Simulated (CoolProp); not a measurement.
A closed Brayton cycle with carbon dioxide: compressor inlet 316.15 K and 7.5 MPa, high pressure 13.7 MPa, turbine inlet 810 K, compressor efficiency 0.89, turbine efficiency 0.9, recuperator effectiveness 0.95 (on enthalpy, no pinch check). Each further row changes one setting.

Values from CoolProp's reference Helmholtz-energy equation of state, Span 1996.

| case | thermal efficiency (%) | net work (kJ/kg) | compressor to turbine work | compressor exit (K) | turbine exit (K) |
|---|---|---|---|---|---|
| as stated | ? | 54.0 | 0.32 | 364.2 | 738.3 |
| turbine inlet 760 K | 32.2 | ? | 0.35 | 364.2 | 691.0 |
| compressor inlet 326.15 K | ? | 50.0 | 0.37 | 377.7 | 738.3 |
| high pressure 11.6 MPa | 31.5 | ? | 0.31 | 350.6 | ? |
| recuperator effectiveness 0.5 | 15.3 | 54.0 | 0.32 | 364.2 | 738.3 |

Fill in the missing entries.


- as stated, thermal efficiency (%): 34.0
- turbine inlet 760 K, net work (kJ/kg): 48.6
- compressor inlet 326.15 K, thermal efficiency (%): 33.7
- high pressure 11.6 MPa, net work (kJ/kg): 40.4
- high pressure 11.6 MPa, turbine exit (K): 757.8
